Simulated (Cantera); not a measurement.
Charge: 1 mol SiCl₄, 1.1 mol Cl₂, 7.1 mol H₂, held at 0.320 bar.

These are equilibrium values from Cantera (NASA tables, ideal gas, pure condensed phases), not measurements of a reactor. Candidate condensed phases: Si; 19 gas species. The tables' values for SiCl₃ are old estimates; treat these amounts as uncertain. Rates play no part.

x: gas mole fraction; nothing condenses.

```csv
T (K),x H₂,x HCl,x SiCl₄,x SiCl₂,x SiCl₃,x SiHCl₃
723,0.652,0.239,0.109,1.33e-12,2.40e-8,…
798,0.652,0.239,0.108,1.50e-10,3.79e-7,…
873,0.652,0.240,0.108,7.36e-9,3.68e-6,…
948,0.651,0.240,0.107,1.91e-7,2.46e-5,…
1023,0.650,0.242,0.106,3.01e-6,0.000123,…
1098,0.648,0.244,0.104,3.16e-5,0.000484,…
1173,0.644,0.247,0.101,0.000236,0.00155,…
1248,0.638,0.254,0.0945,0.00129,0.00411,…
1323,0.626,0.266,0.0836,0.00507,0.00881,0.00998
1398,0.606,0.288,0.0671,0.0141,0.0149,0.00994
1473,0.580,0.316,0.0476,0.0286,0.0199,…
```

Question: Some entries are withheld; supply them.

Answer: 
- 723, x SiHCl₃: 8.85e-5
- 798, x SiHCl₃: 0.000260
- 873, x SiHCl₃: 0.000629
- 948, x SiHCl₃: 0.00131
- 1023, x SiHCl₃: 0.00241
- 1098, x SiHCl₃: 0.00403
- 1173, x SiHCl₃: 0.00611
- 1248, x SiHCl₃: 0.00837
- 1473, x SiHCl₃: 0.00821
